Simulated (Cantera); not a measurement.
Feed: 1 mol Si, 2.6 mol HCl, 9.9 mol H2, a varied amount of F2, at 673.15 K and 0.133 bar.

Method: chemical equilibrium by Gibbs-energy minimisation in Cantera with the NASA 1993 tables (ideal gas, pure condensed phases). Candidate condensed phases: Si; 37 gas species. The numbers say what is thermodynamically allowed, not how fast it happens.

Q: At 3.4 mol F2, list the 4 most abundant gas species with their mole fractions, and the condensed phases.

A: H2 0.570, HF 0.188, HCl 0.174, SiF4 0.0671. Condensed: gas only.
